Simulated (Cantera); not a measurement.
Charge: 1 mol TEOS, 44 mol N₂O, equilibrated at 1848.15 K and 0.180 bar.

Method: chemical equilibrium by Gibbs-energy minimisation in Cantera with the NASA 1993 tables (ideal gas, pure condensed phases). The feed counts by its element totals alone. The tables hold silica as quartz up to 1696 K and as liquid above; real silica turns to tridymite and cristobalite and melts near 1996 K. Gases not in the tables: Si(OH)₄. Equilibrium is a limit: real reactors are often held back by kinetics, nucleation or transport.

| species | before | after |
|---|---|---|
| N₂ | 0.609 | 0.611 |
| H₂O | 0.138 | 0.139 |
| O₂ | 0.137 | 0.139 |
| NO | 0.00346 | 1.43e-6 |
| CO₂ | 0.111 | 0.111 |
| OH | 0.00148 | 1.42e-9 |
| CO | 0.000236 | <1e-9 |
| O | 0.000165 | <1e-9 |
| H₂ | 7.33e-5 | <1e-9 |
| H | 1.07e-5 | <1e-9 |
| SiO₂(condensed), mol | 1.000 | 0 |
| SiO₂(α-quartz), mol | 0 | 1.00 |
Gas species are given as mole fractions.

Q: What was changed between the two runs?
A. temperature from 1848.15 K to 800 K
B. pressure from 0.180 bar to 25.0 Pa
C. temperature from 1848.15 K to 1548.15 K
D. temperature from 1848.15 K to 1975 K

A: A, temperature from 1848.15 K to 800 K
